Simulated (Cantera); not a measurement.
Mixture: CO : H2 : O2 : N2 : H2O = 1 : 0.49 : 0.931 : 3.5 : 0.13 (molar parts), at 3.80 bar, adiabatic and at constant volume. Ignition delay is the time to a rise of 400 K.

Cantera simulation using GRI-Mech 3.0 (53 species, 325 reactions); the numbers are that mechanism's predictions, not measurements. The hydrogen kinetics of GRI-Mech 3.0 are dated; newer H2 mechanisms differ, most at raised pressure. Where the delays flatten at high temperature, the 400 K rule measures the pace of heat release, not the induction time.

Task: What does this change do: pressure from 3.80 bar to 2.60 bar?

Result: 
```
quantity          before    after
---------------  -------  -------
delay at 1200 K  26.6 µs  31.4 µs
delay at 1350 K  10.0 µs  14.3 µs
delay at 1500 K  6.12 µs  9.34 µs
delay at 1650 K  4.64 µs  7.44 µs
delay at 1800 K  4.04 µs  6.77 µs
```

Task: What does this change do: pressure from 3.80 bar to 2.00 bar?

Result: 
```tsv
quantity	before	after
delay at 1200 K	26.6 µs	37.5 µs
delay at 1350 K	10.0 µs	18.6 µs
delay at 1500 K	6.12 µs	12.7 µs
delay at 1650 K	4.64 µs	10.4 µs
delay at 1800 K	4.04 µs	9.84 µs
```

Task: What does this change do: pressure from 3.80 bar to 20.0 bar?

Result: 
```
quantity          before     after
---------------  -------  --------
delay at 1200 K  26.6 µs   74.9 µs
delay at 1350 K  10.0 µs   5.92 µs
delay at 1500 K  6.12 µs   1.50 µs
delay at 1650 K  4.64 µs  0.799 µs
delay at 1800 K  4.04 µs  0.554 µs
```
The pressure lies above the range GRI-Mech 3.0 was tuned for (to about 10 atm).
